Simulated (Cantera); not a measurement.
Feed: 1 mol AlCl₃, 0.59 mol N₂, 2.7 mol HCl, at 95.0 mbar.

These are equilibrium values from Cantera (NASA tables, ideal gas, pure condensed phases), not measurements of a reactor. Candidate condensed phases: Al, AlCl₃, AlN, NH₄Cl; 20 gas species. The tables' values for AlCl₂ are old estimates; treat these amounts as uncertain. Equilibrium is a limit: real reactors are often held back by kinetics, nucleation or transport.

Problem. At 1225 °C, list the 4 most abundant gas species with their mole fractions, and the condensed phases.

Solution. HCl 0.628, AlCl₃ 0.233, N₂ 0.137, Cl 0.00116. Condensed: gas only.
